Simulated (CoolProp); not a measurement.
A single-stage vapour-compression cycle with the fluid: evaporating at 288.15 K (dew point), condensing at 343.15 K (bubble point), superheat 0 K, subcooling 5 K, compressor efficiency 0.65, no pressure losses. The same conditions are run with several fluids, on thermodynamics alone (safety and materials aside).

Values from CoolProp's reference Helmholtz-energy equation of state of each fluid (propyne: Polt 1992; the fluoroketone C6F12O (FK-5-1-12): McLinden 2015; ammonia: Gao 2020; R152A: Outcalt 1996; R227EA: Lemmon 2016). The equations of Platzer and Polt are older, rougher fits.

| fluid | cooling COP | pressure ratio | discharge temperature (K) | refrigerating effect (kJ/kg) | volumetric capacity (kJ/m³) |
|---|---|---|---|---|---|
| propyne | ___ | 4.19 | ___ | 353 | 2800 |
| the fluoroketone C6F12O (FK-5-1-12) | 2.05 | 7.63 | 343.2 | 41.8 | 147 |
| ammonia | 2.74 | 4.55 | ___ | 958 | ___ |
| R152A | 2.62 | 4.30 | 373.7 | 197 | ___ |
| R227EA | 2.07 | 4.50 | 343.2 | ___ | 1460 |

Task: Some entries are withheld; supply them.

Result: 
- propyne, cooling COP: 2.77
- propyne, discharge temperature (K): 379.5
- ammonia, discharge temperature (K): 449.5
- ammonia, volumetric capacity (kJ/m³): 5480
- R152A, volumetric capacity (kJ/m³): 2680
- R227EA, refrigerating effect (kJ/kg): 55.1

The compression ends wet for: the fluoroketone C6F12O (FK-5-1-12); R227EA.
